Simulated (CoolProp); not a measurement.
Saturation properties of C2F6 (R116).

Model: reference Helmholtz-energy equation of state, Lemmon 2006, in CoolProp. It is a short technical equation, of lower accuracy than the large ones.

```csv
T (K),p (bar),vapour density (kg/m³),liquid viscosity (µPa s),liquid conductivity (mW/(m K))
211.9,2.308,19.67,314,69.4
215.3,2.678,22.68,297,68.1
218.6,3.078,25.93,281,66.8
222,3.536,29.67,265,65.4
225.3,4.028,33.69,251,64.1
228.7,4.587,38.29,237,62.8
232.1,5.201,43.39,224,61.4
235.4,5.855,48.86,213,60.1
238.8,6.590,55.10,201,58.8
```

It boils at 195.1 K under 1 atm.

Viscosity comes from a separate model (Huber 2003), an estimate that may be off by 10 % or more. Thermal conductivity comes from a separate model (Huber 2003), an estimate that may be off by 10 % or more.
